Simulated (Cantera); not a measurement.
A closed system holds: 1 mol Si2H6, 16 mol H2O, 26 mol H2, held at 1923.15 K and 16.0 mbar.

Method: chemical equilibrium by Gibbs-energy minimisation in Cantera with the NASA 1993 tables (ideal gas, pure condensed phases). Candidate condensed phases: H2O, Si, SiO2; 18 gas species. The feed counts by its element totals alone. The tables hold silica as quartz up to 1696 K and as liquid above; real silica turns to tridymite and cristobalite and melts near 1996 K. Kinetics and transport are ignored.

**Question.** What is the equilibrium state?

**Answer.** 
```json
{
  "x(H2)": "0.722",
  "x(H2O)": "0.268",
  "x(H)": "0.00633",
  "x(SiO)": "0.00347",
  "x(OH)": "0.000203",
  "x(SiO2)": "4.02e-6",
  "x(O)": "1.33e-6",
  "n(SiO2(condensed))": "1.84 mol",
  "gas_amount": "45.31 mol",
  "log10 activity of Si(l) (absent)": "-6.90"
}
```
